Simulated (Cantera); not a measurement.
Feed: 1 mol Si, 2.1 mol H2O, 2.5 mol HCl, at 0.133 bar.

Cantera equilibrium calculation (NASA polynomials, part measured and part estimated; ideal gas, pure solids and liquids). Candidate condensed phases: H2O, Si, SiO2; 30 gas species. The tables hold silica as quartz up to 1696 K and as liquid above; real silica turns to tridymite and cristobalite and melts near 1996 K. Rates play no part.

### Question
Which condensed phases are stable at each of these points (T (K)): 800, 850, 900, 950, 1000, 1050, 1100, 1150, 1200, 1250, 1300, 1350, 1400, 1450?

### Answer
| T (K) | condensed phases | Si condensed (%) |
|---|---|---|
| 800 | SiO2(α-quartz) | 100.0 |
| 850 | SiO2(β-quartz) | 100.0 |
| 900 | SiO2(β-quartz) | 100.0 |
| 950 | SiO2(β-quartz) | 100.0 |
| 1000 | SiO2(β-quartz) | 100.0 |
| 1050 | SiO2(β-quartz) | 100.0 |
| 1100 | SiO2(β-quartz) | 100.0 |
| 1150 | SiO2(β-quartz) | 100.0 |
| 1200 | SiO2(β-quartz) | 100.0 |
| 1250 | SiO2(β-quartz) | 100.0 |
| 1300 | SiO2(β-quartz) | 100.0 |
| 1350 | SiO2(β-quartz) | 100.0 |
| 1400 | SiO2(β-quartz) | 100.0 |
| 1450 | SiO2(β-quartz) | 100.0 |

At 800 K the condensed part is SiO2(α-quartz). From 850 K to 1450 K the condensed part is SiO2(β-quartz).
